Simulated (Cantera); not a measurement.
A closed system holds: 1 mol acetone, 0.61 mol NH₃, 0.2 mol N₂, at 0.00140 bar.

These are equilibrium values from Cantera (NASA tables, ideal gas, pure condensed phases), not measurements of a reactor. Candidate condensed phases: C, C₆H₆, C₇H₈, C₈H₁₈, H₂O; 136 gas species. The feed counts by its element totals alone. The numbers say what is thermodynamically allowed, not how fast it happens.

x: gas mole fraction; n: condensed amount in mol.

```tsv
T (K)	x H₂	x H	x CO	x N₂	x HCN	x C₃	n C(graphite)
1348	0.722	5.26e-5	0.184	0.0931	8.30e-5	<1e-12	2.00
1498	0.722	0.000390	0.184	0.0930	0.000270	<1e-12	2.00
1648	0.720	0.00202	0.184	0.0927	0.000706	<1e-12	2.00
1798	0.715	0.00795	0.184	0.0920	0.00156	___	1.99
1948	0.699	0.0252	0.182	0.0904	0.00300	___	1.98
2098	0.661	0.0669	0.178	0.0873	0.00512	___	1.96
2248	0.587	0.150	0.171	0.0819	0.00769	___	1.93
2398	0.466	0.287	0.158	0.0740	0.0101	___	1.88
2548	0.312	0.462	0.142	0.0646	0.0113	___	1.82
2698	0.169	0.620	0.125	0.0556	0.0109	___	1.62
```

Q: Some entries are withheld; supply them.

A: 
- 1798, x C₃: 7.70e-11
- 1948, x C₃: 5.31e-9
- 2098, x C₃: 1.97e-7
- 2248, x C₃: 4.47e-6
- 2398, x C₃: 6.77e-5
- 2548, x C₃: 0.000738
- 2698, x C₃: 0.00612
